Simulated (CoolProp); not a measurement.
m-xylene at 293.15 K and 1.54 MPa flows at 3.7 m/s in a round tube of 10 mm bore and 15 µm roughness, fully developed (64/Re and Nu = 3.66 if laminar; Colebrook and Gnielinski if turbulent). Each further row changes one setting.

Values from CoolProp's reference Helmholtz-energy equation of state, Zhou 2012.

```json
[
 {"case": "as stated", "Reynolds number": "51200", "Darcy friction factor": "0.0253", "pressure drop (Pa/m)": "15000", "heat-transfer coefficient (W/(m² K))": "[?]", "mass flow (kg/h)": "905"},
 {"case": "velocity 7.4 m/s", "Reynolds number": "102000", "Darcy friction factor": "0.0237", "pressure drop (Pa/m)": "56100", "heat-transfer coefficient (W/(m² K))": "[?]", "mass flow (kg/h)": "[?]"},
 {"case": "diameter 20 mm", "Reynolds number": "102000", "Darcy friction factor": "0.0212", "pressure drop (Pa/m)": "[?]", "heat-transfer coefficient (W/(m² K))": "[?]", "mass flow (kg/h)": "[?]"}
]
```

Problem. What belongs in the gaps?

Solution. 
- as stated, heat-transfer coefficient (W/(m² K)): 5330
- velocity 7.4 m/s, heat-transfer coefficient (W/(m² K)): 10300
- velocity 7.4 m/s, mass flow (kg/h): 1810
- diameter 20 mm, pressure drop (Pa/m): 6290
- diameter 20 mm, heat-transfer coefficient (W/(m² K)): 4800
- diameter 20 mm, mass flow (kg/h): 3620

Viscosity comes from a separate model (Cao 2016). Thermal conductivity comes from a separate model (Mylona 2014).
